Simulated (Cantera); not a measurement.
An adiabatic, constant-volume homogeneous reactor starts with H₂ : O₂ : N₂ : H₂O = 1 : 0.238 : 0.895 : 0.053 (molar parts), equivalence ratio 2.1, at 1700 K and 1.40 bar. Integrator tolerance rtol = 1e-08.

Computed with Cantera and GRI-Mech 3.0 (53 species, 325 reactions).

Q: What does this change do: 0.21 parts NO added?

A: 
| quantity | before | after |
|---|---|---|
| time of steepest temperature rise | 5.85 µs | 6.03 µs |
| temperature at 3.00 s | 2984 K | 3175 K |
| equilibrium temperature | 2984 K | 3175 K |
| x(H₂) at 3.00 s | 0.248 (gas-phase equilibrium 0.248) | 0.160 (gas-phase equilibrium 0.160) |
| x(O₂) at 3.00 s | 0.000754 (gas-phase equilibrium 0.000754) | 0.00672 (gas-phase equilibrium 0.00672) |
| x(H₂O) at 3.00 s | 0.240 (gas-phase equilibrium 0.240) | 0.259 (gas-phase equilibrium 0.259) |
| x(NO₂) at 3.00 s | 1.11e-7 (gas-phase equilibrium 1.11e-7) | 1.13e-6 (gas-phase equilibrium 1.13e-6) |
| x(HO₂) at 3.00 s | 1.15e-6 (gas-phase equilibrium 1.15e-6) | 8.69e-6 (gas-phase equilibrium 8.69e-6) |
Above 3000 K some thermodynamic fits are extrapolated.
